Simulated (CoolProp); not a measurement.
Vapour-liquid equilibrium of propane (1) + isobutene (2) at 0.615 MPa; x and y are mole fractions of (1).

Computed with CoolProp (multi-fluid Helmholtz-energy mixture model, Lemmon 2009 and Lemmon 2005; pair parameters Bell 2016).

Q: Give the bubble temperature and the first vapour's composition at x = 0.05, 0.35, 0.5. Is there an azeotrope?

A: x = 0.05: 46.1 °C, y = 0.132; x = 0.35: 29.5 °C, y = 0.585; x = 0.5: 23.8 °C, y = 0.717. No azeotrope shows between x = 0.05 and 0.95.

The pair parameters rest on a limited set of measurements; away from them the model extrapolates. The gap from Raoult's law changes sign with composition, which may be real or a fault of the pair parameters; it wasn't checked against measurements.
